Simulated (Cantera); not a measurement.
## Stirred combustor or abatement burner

A perfectly stirred reactor is fed with CO : H2 : CH4 : O2 : N2 = 1 : 0.096 : 0.19 : 0.714 : 2.68 (molar parts), equivalence ratio 1.3, at 0.440 bar; it is adiabatic with a 598 K inlet, and is followed from long to short residence time, starting on the burning branch (τ in s: 0.03, 0.015, 0.0072, 0.0035, 0.0017, 0.00084, 0.00041, 0.0002, 0.0001, 4.9e-05, 2.4e-05).

Model: GRI-Mech 3.0 (53 species, 325 reactions), integrated in Cantera.

```json
[
 {"τ (s)": "0.030", "T (K)": "2324", "x CO": "0.108", "x H2": "0.0106", "x CH4": "3.05e-6", "x O": "0.00231", "x H": "0.00504"},
 {"τ (s)": "0.015", "T (K)": "2265", "x CO": "0.112", "x H2": "0.0114", "x CH4": "4.97e-6", "x O": "0.00331", "x H": "0.00679"},
 {"τ (s)": "0.0072", "T (K)": "2185", "x CO": "0.116", "x H2": "0.0125", "x CH4": "8.48e-6", "x O": "0.00481", "x H": "0.00959"},
 {"τ (s)": "0.0035", "T (K)": "2092", "x CO": "0.121", "x H2": "0.0136", "x CH4": "1.49e-5", "x O": "0.00668", "x H": "0.0134"},
 {"τ (s)": "0.0017", "T (K)": "1991", "x CO": "0.125", "x H2": "0.0147", "x CH4": "2.75e-5", "x O": "0.00882", "x H": "0.0185"},
 {"τ (s)": "0.00084", "T (K)": "1887", "x CO": "0.128", "x H2": "0.0155", "x CH4": "5.32e-5", "x O": "0.0109", "x H": "0.0242"},
 {"τ (s)": "0.00041", "T (K)": "1781", "x CO": "0.132", "x H2": "0.0160", "x CH4": "0.000112", "x O": "0.0128", "x H": "0.0301"},
 {"τ (s)": "0.00020", "T (K)": "1674", "x CO": "0.141", "x H2": "0.0160", "x CH4": "0.000266", "x O": "0.0137", "x H": "0.0335"},
 {"τ (s)": "0.00010", "T (K)": "1555", "x CO": "0.161", "x H2": "0.0161", "x CH4": "0.000792", "x O": "0.0119", "x H": "0.0293"},
 {"τ (s)": "4.9e-5", "T (K)": "598", "x CO": "0.214", "x H2": "0.0205", "x CH4": "0.0406", "x O": "<1e-12", "x H": "<1e-12"},
 {"τ (s)": "2.4e-5", "T (K)": "598", "x CO": "0.214", "x H2": "0.0205", "x CH4": "0.0406", "x O": "<1e-12", "x H": "<1e-12"}
]
```
x: mole fraction; the columns are a selection and need not sum to one.
